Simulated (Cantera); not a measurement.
Cantera run, input and output.

```python
import numpy as np
import cantera as ct

gas = ct.Solution("h2o2.yaml")
gas.TPX = 1375, 13332, {'H2': 0.67, 'O2': 1, 'N2': 0.95}
inlet = ct.Reservoir(gas, clone=True)

reactor = ct.IdealGasConstPressureReactor(gas, energy="off", clone=False)
exhaust = ct.Reservoir(gas, clone=True)
tau = [7.9, 2, 0.51, 0.13, 0.033, 0.0083, 0.0021, 0.00054, 0.00014][0]
for a, b in ((inlet, reactor), (reactor, exhaust)):
    ct.MassFlowController(a, b, mdot=lambda t: reactor.mass / tau)
net = ct.ReactorNet([reactor])
show = ['H2', 'O2', 'H2O', 'H', 'HO2', 'O']

rows = []
print(f"{'tau/s':>10s}{'T/K':>9s}" + "".join(f"{s:>11s}" for s in show))
for tau in [7.9, 2, 0.51, 0.13, 0.033, 0.0083, 0.0021, 0.00054, 0.00014]:
    net.initial_time = 0.0
    net.advance(30 * tau)
    before = gas.X
    net.advance(40 * tau)
    drift = np.max(np.abs(gas.X - before) / (gas.X + 1e-9))
    rows.append([gas.T, *gas[show].X, drift])
    print(f"{tau:10.3e}{gas.T:9.1f}" + "".join(f"{x:11.3e}" for x in gas[show].X))
```

Output:

```
     tau/s      T/K         H2         O2        H2O          H        HO2          O
 7.900e+00   1375.0  4.314e-05  2.908e-01  2.929e-01  2.620e-06  1.055e-06  5.052e-05
 2.000e+00   1375.0  1.079e-04  2.907e-01  2.926e-01  1.061e-05  2.426e-06  1.290e-04
 5.100e-01   1375.0  2.677e-04  2.905e-01  2.921e-01  4.253e-05  5.302e-06  3.275e-04
 1.300e-01   1375.0  6.591e-04  2.900e-01  2.910e-01  1.695e-04  1.061e-05  8.268e-04
 3.300e-02   1375.0  1.604e-03  2.892e-01  2.887e-01  6.703e-04  1.856e-05  2.070e-03
 8.300e-03   1375.0  3.839e-03  2.874e-01  2.831e-01  2.620e-03  2.745e-05  5.107e-03
 2.100e-03   1375.0  8.785e-03  2.840e-01  2.697e-01  9.658e-03  3.392e-05  1.202e-02
 5.400e-04   1375.0  1.830e-02  2.783e-01  2.400e-01  3.010e-02  3.531e-05  2.522e-02
 1.400e-04   1375.0  3.379e-02  2.744e-01  1.940e-01  6.385e-02  3.221e-05  3.996e-02
```

Model: the H2/O2 subset of GRI-Mech 3.0, which has no nitrogen chemistry, integrated in Cantera. The temperature is held fixed by assumption; the heat of reaction is taken as removed at once.
